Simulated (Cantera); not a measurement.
Charge: 1 mol Cr, 2.7 mol N2O, 48 mol N2, held at 3.80 mbar.

These are equilibrium values from Cantera (NASA tables, ideal gas, pure condensed phases), not measurements of a reactor. Candidate condensed phases: Cr, CrN, Cr2N, Cr2O3; 14 gas species. Rates play no part.

Question: Which condensed phases are stable at each of these points (T (K)): 1425, 1525, 1625, 1725, 1825, 1925, 2025, 2125, 2225, 2325, 2425, 2525, 2625?

Answer: 
```csv
T (K),condensed phases,Cr condensed (%)
1425,Cr2O3(s),100.0
1525,Cr2O3(s),100.0
1625,Cr2O3(s),100.0
1725,Cr2O3(s),100.0
1825,Cr2O3(s),99.8
1925,Cr2O3(s),98.8
2025,Cr2O3(s),94.8
2125,Cr2O3(s),77.9
2225,Cr2O3(s),4.5
2325,gas only,0.0
2425,gas only,0.0
2525,gas only,0.0
2625,gas only,0.0
```

From 1425 K to 2225 K the condensed part is Cr2O3(s). From 2325 K to 2625 K nothing is condensed.
